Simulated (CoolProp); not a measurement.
C2F6 (R116) along the isobar 158 bar: fugacity coefficient from the reference equation and from simpler models built on Tc = 293.0 K, pc = 30.48 bar, ω = 0.257; each cubic takes its own stable root.

Computed with CoolProp (reference Helmholtz-energy equation of state, Lemmon 2006). It is a short technical equation, of lower accuracy than the large ones.

```tsv
T (K)	phase	reference
270.6	liquid	0.1607
292.7	liquid	0.2396
314.7	supercritical	0.3277
336.8	supercritical	0.4199
358.8	supercritical	0.5100
380.9	supercritical	0.5946
402.9	supercritical	0.6707
425	supercritical	0.7381
```

### Question
How far does each simpler model (van der Waals, Soave-Redlich-Kwong) lie from the reference over these 8 states: mean and median of the absolute difference, and the worst?

### Answer
- van der Waals: mean 18.7 %, median 13.2 %, worst +60.0 % at 270.6 K and 158 bar
- Soave-Redlich-Kwong: mean 5.8 %, median 5.9 %, worst +6.2 % at 336.8 K and 158 bar
